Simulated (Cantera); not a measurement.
# Thermodynamics of halide evaporation, hydrolysis and transport, feed FeCl3 + HCl + H2

Feed: 1 mol FeCl3, 1.6 mol HCl, 0.39 mol H2, equilibrated at 1948.15 K and 130 Pa.

These are equilibrium values from Cantera (NASA tables, ideal gas, pure condensed phases), not measurements of a reactor. Candidate condensed phases: Fe, FeCl2, FeCl3; 11 gas species. Rates play no part.

```yaml
x(HCl): 0.603
x(FeCl2): 0.269
x(Cl): 0.104
x(H2): 0.0185
x(H): 0.00427
x(Fe): 0.00170
x(FeCl): 0.000110
x(Cl2): 3.89e-5
x(FeCl3): 2.67e-5
gas_amount: 3.697 mol
log10 activity of Fe(l) (absent): -1.96
log10 activity of FeCl2(l) (absent): -4.99
```
